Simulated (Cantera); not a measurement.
What does this Cantera script print?

```python
import numpy as np
import cantera as ct

gas = ct.Solution("gri30.yaml")
gas.TPX = 1300, 1000000, {'CH3OH': 0.0086, 'O2': 0.0036, 'N2': 1}
inlet = ct.Reservoir(gas, clone=True)

reactor = ct.IdealGasConstPressureReactor(gas, energy="off", clone=False)
exhaust = ct.Reservoir(gas, clone=True)
tau = [20, 6.4, 2.1, 0.68, 0.22, 0.072, 0.024, 0.0077, 0.0025, 0.00082, 0.00027][0]
for a, b in ((inlet, reactor), (reactor, exhaust)):
    ct.MassFlowController(a, b, mdot=lambda t: reactor.mass / tau)
net = ct.ReactorNet([reactor])
show = ['CH3OH', 'O2', 'C2H4', 'C2H2', 'N2O', 'C2H']

rows = []
print(f"{'tau/s':>10s}{'T/K':>9s}" + "".join(f"{s:>11s}" for s in show))
for tau in [20, 6.4, 2.1, 0.68, 0.22, 0.072, 0.024, 0.0077, 0.0025, 0.00082, 0.00027]:
    net.initial_time = 0.0
    net.advance(30 * tau)
    before = gas.X
    net.advance(40 * tau)
    drift = np.max(np.abs(gas.X - before) / (gas.X + 1e-9))
    rows.append([gas.T, *gas[show].X, drift])
    print(f"{tau:10.3e}{gas.T:9.1f}" + "".join(f"{x:11.3e}" for x in gas[show].X))
```

It prints:

```
     tau/s      T/K      CH3OH         O2       C2H4       C2H2        N2O        C2H
 2.000e+01   1300.0  5.078e-07  4.077e-06  8.969e-08  2.715e-07  2.185e-10  8.648e-15
 6.400e+00   1300.0  8.348e-07  6.743e-06  5.935e-08  1.781e-07  4.019e-10  1.083e-14
 2.100e+00   1300.0  1.569e-06  1.268e-05  6.597e-08  1.941e-07  7.743e-10  1.933e-14
 6.800e-01   1300.0  3.154e-06  2.525e-05  8.800e-08  2.478e-07  1.538e-09  3.864e-14
 2.200e-01   1300.0  6.531e-06  5.100e-05  1.213e-07  3.115e-07  3.055e-09  7.499e-14
 7.200e-02   1300.0  1.376e-05  1.017e-04  1.600e-07  3.451e-07  5.879e-09  1.275e-13
 2.400e-02   1300.0  2.999e-05  1.988e-04  1.882e-07  3.035e-07  1.060e-08  1.691e-13
 7.700e-03   1300.0  8.271e-05  4.178e-04  1.421e-07  1.382e-07  1.786e-08  1.052e-13
 2.500e-03   1300.0  8.103e-04  1.145e-03  4.397e-09  1.179e-09  2.455e-08  6.416e-16
 8.200e-04   1300.0  1.926e-03  1.548e-03  2.437e-09  3.327e-10  1.715e-08  3.786e-16
 2.700e-04   1300.0  3.980e-03  2.171e-03  8.064e-10  5.742e-11  9.864e-09  1.421e-16
```

Cantera simulation using GRI-Mech 3.0 (53 species, 325 reactions); the numbers are that mechanism's predictions, not measurements. GRI-Mech 3.0 was tuned for natural gas; its chemistry of methanol as a main component is partial and can be far from experiment.
